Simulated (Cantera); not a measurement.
Charge: 1 mol SiH4, 0.028 mol Cl2, 150 mol H2, 0.16 mol HCl, held at 1475 K and 0.120 bar.

These are equilibrium values from Cantera (NASA tables, ideal gas, pure condensed phases), not measurements of a reactor. Candidate condensed phases: Si; 19 gas species. Kinetics and transport are ignored.

Base state: H2 0.999, HCl 0.00141, H 3.74e-5 (mole fractions); condensed: Si(s).

What changes in the equilibrium state with this change: SiH4 replaced by SiCl4?


```tsv
species	before	after
H2	0.999	0.974
HCl	0.00141	0.0238
SiCl2	6.24e-6	0.00183
SiCl3	8.92e-9	4.50e-5
SiHCl3	2.92e-9	1.45e-5
H	3.74e-5	3.70e-5
Si(s), mol	0.999	0.709
```
The tables' values for SiCl3 are old estimates; treat these amounts as uncertain.
